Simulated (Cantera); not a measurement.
A closed system holds: 1 mol Fe2O3, 0.52 mol SO3, 0.28 mol O2, at 1.00 bar.

These are equilibrium values from Cantera (NASA tables, ideal gas, pure condensed phases), not measurements of a reactor. Candidate condensed phases: Fe, FeO, FeS, FeSO4, FeS2, Fe2O3, Fe2(SO4)3, Fe3O4, S; 12 gas species. The numbers say what is thermodynamically allowed, not how fast it happens.

### Question
Which condensed phases are stable at each of these points (T (°C)): 427, 527, 627, 727, 827, 927, 1027, 1127, 1227, 1327, 1427, 1527?

### Answer
| T (°C) | condensed phases | Fe condensed (%) |
|---|---|---|
| 427 | Fe2O3(s) + Fe2(SO4)3(s) | 100.0 |
| 527 | Fe2O3(s) + Fe2(SO4)3(s) | 100.0 |
| 627 | Fe2O3(s) + Fe2(SO4)3(s) | 100.0 |
| 727 | Fe2O3(s) | 100.0 |
| 827 | Fe2O3(s) | 100.0 |
| 927 | Fe2O3(s) | 100.0 |
| 1027 | Fe2O3(s) | 100.0 |
| 1127 | Fe2O3(s) | 100.0 |
| 1227 | Fe2O3(s) | 100.0 |
| 1327 | Fe2O3(s) | 100.0 |
| 1427 | Fe2O3(s) | 100.0 |
| 1527 | Fe3O4(s) | 100.0 |

From 427 °C to 627 °C the condensed part is Fe2O3(s) + Fe2(SO4)3(s). From 727 °C to 1427 °C the condensed part is Fe2O3(s). At 1527 °C the condensed part is Fe3O4(s).
